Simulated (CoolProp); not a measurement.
Vapour-liquid equilibrium of hydrogen sulfide (1) + isobutane (2) at 224.2 K; x and y are mole fractions of (1).

Values from CoolProp's multi-fluid Helmholtz-energy mixture model, Lemmon 2006 and Bücker 2006; pair parameters Kunz 2012.

Give the bubble pressure and the first vapour's composition at x = 0.05, 0.55, 0.95. Is there an azeotrope?

x = 0.05: 0.03528 MPa, y = 0.516; x = 0.55: 0.1388 MPa, y = 0.920; x = 0.95: 0.1692 MPa, y = 0.982. No azeotrope shows between x = 0.05 and 0.95.

Pair parameters are fitted to limited data, so mixtures are less certain than the pure fluids. With so large a gap from Raoult's law the liquid may split in two, which this calculation doesn't test in full.
